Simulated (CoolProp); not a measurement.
Vapour-liquid equilibrium of p-xylene (1) + n-nonane (2) at 22.15 °C; x and y are mole fractions of (1).

Computed with CoolProp (multi-fluid Helmholtz-energy mixture model, Zhou 2012 and Lemmon 2006; pair parameters Bell 2016).

```tsv
x	bubble pressure, mixture model (kPa)	bubble pressure, Raoult's law (kPa)	y, mixture model	y, Raoult's law
0.05	0.5174	0.5099	0.110	0.098
0.2	0.6069	0.5869	0.356	0.340
0.35	0.6865	0.6640	0.531	0.526
0.5	0.7607	0.7410	0.669	0.673
0.65	0.8324	0.8181	0.784	0.793
0.8	0.9033	0.8952	0.885	0.892
0.95	0.9742	0.9722	0.973	0.975
```

The largest gap from Raoult's law is +3.4 % in bubble pressure, at x = 0.2. No azeotrope shows between x = 0.05 and 0.95.

The pair parameters rest on a limited set of measurements; away from them the model extrapolates.
